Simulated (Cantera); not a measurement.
# Carbon deposition, reforming and gasification: C6H6 + O2 + N2

Input: 1 mol C6H6, 0.03 mol O2, a varied amount of N2, equilibrated at 1750 °C and 0.0133 bar.

These are equilibrium values from Cantera (NASA tables, ideal gas, pure condensed phases), not measurements of a reactor. Candidate condensed phases: C, C6H6, C7H8, C8H18, H2O; 136 gas species. Equilibrium is a limit: real reactors are often held back by kinetics, nucleation or transport.

```csv
n(N2) (mol),x N2,x H2,x CO,x H,x HCN,x C2H2 (acetylene),x HNC,x CN,n C(graphite)
0.52,0.141,0.821,0.0166,0.0149,0.00549,0.000733,0.000325,2.47e-6,5.91
0.94,0.230,0.734,0.0149,0.0141,0.00662,0.000655,0.000392,3.15e-6,5.91
1.7,0.351,0.615,0.0125,0.0129,0.00749,0.000550,0.000444,3.90e-6,5.90
3.1,0.496,0.474,0.00969,0.0113,0.00782,0.000423,0.000463,4.64e-6,5.88
5.6,0.640,0.336,0.00690,0.00953,0.00747,0.000300,0.000443,5.26e-6,5.87
10,0.759,0.221,0.00458,0.00774,0.00661,0.000198,0.000391,5.73e-6,5.84
19,0.856,0.130,0.00271,0.00592,0.00537,0.000116,0.000318,6.09e-6,5.81
```
x: gas mole fraction; n: condensed amount in mol.

From 0.52 mol N2 to 19 mol N2 the condensed part is C(graphite). The main C-bearing gas is CO at 0.52 mol N2 and HCN at 19 mol N2. The share of C in condensed phases is highest at 0.52 mol N2 (98.6 %) and lowest at 19 mol N2 (96.8 %).
